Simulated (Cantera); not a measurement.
Feed: 1 mol HMDSO, 5.1 mol O2, at 0.100 bar.

Equilibrium computed with Cantera from the NASA thermochemical tables; the gas is ideal and each condensed phase is pure. Candidate condensed phases: C, C6H6, C7H8, C8H18, H2O, Si, SiC, SiO2; 123 gas species. The feed counts by its element totals alone. Equilibrium is a limit: real reactors are often held back by kinetics, nucleation or transport.

Question: At 575 °C, list the 4 most abundant gas species with their mole fractions, and the condensed phases.

Answer: H2 0.551, CO 0.224, CO2 0.115, H2O 0.0911. Condensed: C(graphite) + SiO2(β-quartz).
